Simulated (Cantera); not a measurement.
# Thermodynamics of silicon carbide growth, feed (CH3)2SiCl2 + CH4 + H2

A closed system holds: 1 mol (CH3)2SiCl2, 0.2 mol CH4, 710 mol H2, at 6.10 mbar.

Method: chemical equilibrium by Gibbs-energy minimisation in Cantera with the NASA 1993 tables (ideal gas, pure condensed phases). Candidate condensed phases: C, C6H6, C7H8, C8H18, Si, SiC; 109 gas species. The feed counts by its element totals alone. Equilibrium is a limit: real reactors are often held back by kinetics, nucleation or transport.

| T (°C) | x H2 | x H | x HCl | x C2H2 (acetylene) | x Si | x Cl | n C(graphite) | n SiC(s) |
|---|---|---|---|---|---|---|---|---|
| 1727 | 0.975 | 0.0206 | 0.00272 | 0.000749 | 0.000391 | 4.27e-5 | 0.414 | 0.668 |
| 1777 | 0.967 | 0.0286 | 0.00269 | 0.00103 | 0.000832 | 5.89e-5 | 0.338 | 0.285 |
| 1827 | 0.956 | 0.0390 | 0.00266 | 0.00138 | 0.00117 | 7.97e-5 | 0.0448 | 0 |
| 1877 | 0.942 | 0.0524 | 0.00261 | 0.00141 | 0.00119 | 0.000106 | 0 | 0 |
| 1927 | 0.925 | 0.0694 | 0.00256 | 0.00140 | 0.00121 | 0.000139 | 0 | 0 |
| 1977 | 0.904 | 0.0904 | 0.00249 | 0.00139 | 0.00121 | 0.000180 | 0 | 0 |
| 2027 | 0.879 | 0.116 | 0.00240 | 0.00137 | 0.00121 | 0.000229 | 0 | 0 |
| 2077 | 0.848 | 0.147 | 0.00230 | 0.00135 | 0.00120 | 0.000286 | 0 | 0 |
| 2127 | 0.811 | 0.183 | 0.00218 | 0.00132 | 0.00118 | 0.000352 | 0 | 0 |
| 2177 | 0.769 | 0.226 | 0.00205 | 0.00128 | 0.00116 | 0.000427 | 0 | 0 |
x: gas mole fraction; n: condensed amount in mol.

From 1727 °C to 1777 °C the condensed part is C(graphite) + SiC(s). At 1827 °C the condensed part is C(graphite). From 1877 °C to 2177 °C nothing is condensed. The main Si-bearing gas is Si throughout.
